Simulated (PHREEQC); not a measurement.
1 kg of water holding 0.0076 mol NaCl and 0.077 mol MgCl2 is evaporated at 40 °C; the solids stay in contact with the brine. No CO2 enters from the air. Only these solids could form: Bischofite, Brucite, Halite, MgCl2_4H2O.

The series has 23 steps of water left (kg), from 1 to 0.01337.

Model: Pitzer model, pitzer.dat, run in PHREEQC.

Task: Which solids form, in which order, and at which step of the series does each first stand?

Result: Halite from water left = 0.01627 kg.

Complexes and solids missing from the database can't appear. At this temperature some constants are extrapolated from 25 °C, and those without enthalpy data are left unchanged.
